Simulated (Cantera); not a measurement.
A perfectly stirred reactor is fed with 2.01 % CH3OH, 2.48 % O2, 95.5 % N2, equivalence ratio 1.2, at 10.0 bar; it is held at 1450 K, and followed from long to short residence time.

Detailed kinetics in Cantera: GRI-Mech 3.0 (53 species, 325 reactions). GRI-Mech 3.0 was tuned for natural gas; its chemistry of methanol as a main component is partial and can be far from experiment. The temperature is held fixed by assumption; the heat of reaction is taken as removed at once.

Predict: x(CH3OH) at τ = 1.90 s; x(O2) at τ = 1.90 s; x(CO) at τ = 1.90 s; x(H) at τ = 1.90 s; x(HO2) at τ = 1.90 s; x(CH3OH) at τ = 52.0 ms; x(O2) at τ = 52.0 ms; x(CO) at τ = 52.0 ms; x(H) at τ = 52.0 ms; x(HO2) at τ = 52.0 ms.


```json
{
 "x(CH3OH) at τ = 1.90 s": "3.83e-7",
 "x(O2) at τ = 1.90 s": "1.13e-5",
 "x(CO) at τ = 1.90 s": "0.00523",
 "x(H) at τ = 1.90 s": "1.74e-5",
 "x(HO2) at τ = 1.90 s": "3.17e-8",
 "x(CH3OH) at τ = 52.0 ms": "3.18e-6",
 "x(O2) at τ = 52.0 ms": "9.30e-5",
 "x(CO) at τ = 52.0 ms": "0.00548",
 "x(H) at τ = 52.0 ms": "7.68e-5",
 "x(HO2) at τ = 52.0 ms": "3.23e-7"
}
```
